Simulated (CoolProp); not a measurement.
Properties of ammonia along the isotherm 20.95 °C.

The numbers come from the reference Helmholtz-energy equation of state, Gao 2020 in CoolProp.

```json
[
 {"p (MPa)": "0.316", "phase": "gas", "isothermal compressibility (1/MPa)": "3.286", "viscosity (µPa s)": "9.88", "conductivity (mW/(m K))": "24.8"},
 {"p (MPa)": "0.72", "phase": "gas", "isothermal compressibility (1/MPa)": "1.533", "viscosity (µPa s)": "9.76", "conductivity (mW/(m K))": "25.4"},
 {"p (MPa)": "1.64", "phase": "liquid", "isothermal compressibility (1/MPa)": "0.001481", "viscosity (µPa s)": "138", "conductivity (mW/(m K))": "499"},
 {"p (MPa)": "3.73", "phase": "liquid", "isothermal compressibility (1/MPa)": "0.001438", "viscosity (µPa s)": "140", "conductivity (mW/(m K))": "503"},
 {"p (MPa)": "8.48", "phase": "liquid", "isothermal compressibility (1/MPa)": "0.001351", "viscosity (µPa s)": "143", "conductivity (mW/(m K))": "511"},
 {"p (MPa)": "19.3", "phase": "liquid", "isothermal compressibility (1/MPa)": "0.001191", "viscosity (µPa s)": "152", "conductivity (mW/(m K))": "529"},
 {"p (MPa)": "43.9", "phase": "liquid", "isothermal compressibility (1/MPa)": "0.0009496", "viscosity (µPa s)": "169", "conductivity (mW/(m K))": "566"},
 {"p (MPa)": "100", "phase": "liquid", "isothermal compressibility (1/MPa)": "0.0006659", "viscosity (µPa s)": "204", "conductivity (mW/(m K))": "636"}
]
```

Viscosity comes from a separate model (Fenghour 1995). Thermal conductivity comes from a separate model (Tufeu 1984).
